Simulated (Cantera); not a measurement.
A Cantera script and what it prints.

```python
import numpy as np
import cantera as ct

gas_names = """
    B BH BH2 BH3 BN B2 H H2 N NH NH2 NH3 N2 N2H2 N2H4
""".split()
cond_names = """
    B(b) B(L) BN(s)
""".split()


def load(file, names, dense=False):
    # The tables refer to 1 bar. Condensed volumes are neglected.
    table = {s.name: s for s in ct.Species.list_from_file(file)}
    out = []
    for n in names:
        d = dict(table[n].input_data)
        d["thermo"] = dict(d["thermo"], **{"reference-pressure": 1e5})
        if dense:
            d["equation-of-state"] = {"model": "constant-volume", "density": "1e6 g/cm^3"}
        out.append(ct.Species.from_dict(d))
    return out


gas = ct.Solution(thermo="ideal-gas", species=load("nasa_gas.yaml", gas_names))
cond = {s.name: ct.Solution(thermo="fixed-stoichiometry", species=[s], name=s.name)
        for s in load("nasa_condensed.yaml", cond_names, dense=True)}
atoms = {
    'B': {'B': 1},
    'NH3': {'N': 1, 'H': 3},
    'H2': {'H': 2},
}
top_T = {'BN(s)': 3200}  # K; cautious upper limits of use, not melting points


def equilibrate(T, P, feed):
    n = {}
    for name, mol in feed.items():
        for a, k in atoms[name].items():
            n[a] = n.get(a, 0.0) + k * mol
    gas.TPX = T, P, n
    mass = sum(n.values()) * gas.mean_molecular_weight
    gas.equilibrate("TP")
    valid = [c for c in cond.values() if c.min_temp <= T <= top_T.get(c.name, c.max_temp)]
    mix = ct.Mixture([(gas, mass / gas.mean_molecular_weight)] + [(c, 0.0) for c in valid])
    mix.T, mix.P = T, P
    mix.equilibrate("TP", solver="vcs", rtol=1e-11, max_steps=5000)
    return mix


results = []
feed = {'B': 1, 'NH3': 22, 'H2': 0.52}  # mol
for P in [10, 37, 140, 520, 1900, 7200, 27000, 100000]:
    for T in [850, 950, 1050, 1150, 1250, 1350, 1450, 1550, 1650, 1750, 1850, 1950, 2050, 2150]:
        mix = equilibrate(T, P, feed)
        results.append((T, P, feed, dict(zip(mix.species_names, mix.species_moles))))

for T, P, feed, n in results:
    print(f"{T:7g} {P:10.4g}  " + (" + ".join(c for c in cond_names if n.get(c, 0) > 1e-12) or "gas only"))
```

Output:

```
    850         10  BN(s)
    950         10  BN(s)
   1050         10  BN(s)
   1150         10  BN(s)
   1250         10  BN(s)
   1350         10  BN(s)
   1450         10  BN(s)
   1550         10  BN(s)
   1650         10  BN(s)
   1750         10  BN(s)
   1850         10  BN(s)
   1950         10  B(b)
   2050         10  B(b)
   2150         10  B(b)
    850         37  BN(s)
    950         37  BN(s)
   1050         37  BN(s)
   1150         37  BN(s)
   1250         37  BN(s)
   1350         37  BN(s)
   1450         37  BN(s)
   1550         37  BN(s)
   1650         37  BN(s)
   1750         37  BN(s)
   1850         37  BN(s)
   1950         37  BN(s)
   2050         37  B(b)
   2150         37  B(b)
    850        140  BN(s)
    950        140  BN(s)
   1050        140  BN(s)
   1150        140  BN(s)
   1250        140  BN(s)
   1350        140  BN(s)
   1450        140  BN(s)
   1550        140  BN(s)
   1650        140  BN(s)
   1750        140  BN(s)
   1850        140  BN(s)
   1950        140  BN(s)
   2050        140  BN(s)
   2150        140  B(b)
    850        520  BN(s)
    950        520  BN(s)
   1050        520  BN(s)
   1150        520  BN(s)
   1250        520  BN(s)
   1350        520  BN(s)
   1450        520  BN(s)
   1550        520  BN(s)
   1650        520  BN(s)
   1750        520  BN(s)
   1850        520  BN(s)
   1950        520  BN(s)
   2050        520  BN(s)
   2150        520  BN(s)
    850       1900  BN(s)
    950       1900  BN(s)
   1050       1900  BN(s)
   1150       1900  BN(s)
   1250       1900  BN(s)
   1350       1900  BN(s)
   1450       1900  BN(s)
   1550       1900  BN(s)
   1650       1900  BN(s)
   1750       1900  BN(s)
   1850       1900  BN(s)
   1950       1900  BN(s)
   2050       1900  BN(s)
   2150       1900  BN(s)
    850       7200  BN(s)
    950       7200  BN(s)
   1050       7200  BN(s)
   1150       7200  BN(s)
   1250       7200  BN(s)
   1350       7200  BN(s)
   1450       7200  BN(s)
   1550       7200  BN(s)
   1650       7200  BN(s)
   1750       7200  BN(s)
   1850       7200  BN(s)
   1950       7200  BN(s)
   2050       7200  BN(s)
   2150       7200  BN(s)
    850    2.7e+04  BN(s)
    950    2.7e+04  BN(s)
   1050    2.7e+04  BN(s)
   1150    2.7e+04  BN(s)
   1250    2.7e+04  BN(s)
   1350    2.7e+04  BN(s)
   1450    2.7e+04  BN(s)
   1550    2.7e+04  BN(s)
   1650    2.7e+04  BN(s)
   1750    2.7e+04  BN(s)
   1850    2.7e+04  BN(s)
   1950    2.7e+04  BN(s)
   2050    2.7e+04  BN(s)
   2150    2.7e+04  BN(s)
    850      1e+05  BN(s)
    950      1e+05  BN(s)
   1050      1e+05  BN(s)
   1150      1e+05  BN(s)
   1250      1e+05  BN(s)
   1350      1e+05  BN(s)
   1450      1e+05  BN(s)
   1550      1e+05  BN(s)
   1650      1e+05  BN(s)
   1750      1e+05  BN(s)
   1850      1e+05  BN(s)
   1950      1e+05  BN(s)
   2050      1e+05  BN(s)
   2150      1e+05  BN(s)
```

Method: chemical equilibrium by Gibbs-energy minimisation in Cantera with the NASA 1993 tables (ideal gas, pure condensed phases).
